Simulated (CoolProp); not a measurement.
Vapour-liquid equilibrium of ethanol (1) + n-heptane (2) at 9.7 bar; x and y are mole fractions of (1).

Computed with CoolProp (multi-fluid Helmholtz-energy mixture model, Schroeder 2014 and Span 2003; pair parameters Bell 2016).

| x | bubble temperature, mixture model (°C) | bubble temperature, Raoult's law (°C) | y, mixture model | y, Raoult's law |
|---|---|---|---|---|
| 0.05 | ___ | 193.9 | 0.232 | 0.136 |
| 0.2 | 161.6 | 181.4 | 0.522 | 0.421 |
| 0.35 | 154.7 | 172.3 | 0.616 | 0.604 |
| 0.5 | ___ | 165.3 | 0.672 | 0.735 |
| 0.65 | 149.7 | 159.6 | 0.730 | 0.835 |
| 0.8 | 148.7 | 154.8 | 0.812 | 0.915 |
| 0.95 | 149.0 | 150.7 | ___ | 0.980 |

Task: Complete the blanks.

Result: 
- 0.05, bubble temperature, mixture model (°C): 183.5
- 0.5, bubble temperature, mixture model (°C): 151.6
- 0.95, y, mixture model: 0.942

The largest gap from Raoult's law is -19.8 K in bubble temperature, at x = 0.2. y crosses x between x = 0.8 and 0.95: the model has an azeotrope there.

Pair parameters are fitted to limited data, so mixtures are less certain than the pure fluids.
